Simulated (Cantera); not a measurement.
Gas mixture: 33.1 % H2O, 66.9 % O2, at 0.540 Torr, frozen composition.

Cantera's kinetic-theory transport with the Lennard-Jones parameters of GRI-Mech 3.0, ideal gas; thermal conductivity in the mixture-averaged form. Polar gases are described roughly by these parameters.

One state of this run: ρ (kg/m³) = 0.000431; cp (J/kg/K) = 1204; μ (µPa s) = 28.3; λ (mW/m/K) = 47.6; Pr = 0.715; D (cm²/s) CH3 = 964; D (cm²/s) NO = 874; D (cm²/s) NH3 = 967. D: mixture-averaged diffusion coefficient of that species in the mixture.

Problem. Which value of T (K) does it belong to?
A) 1150
B) 400
C) 550
D) 1000

Solution. C, 550
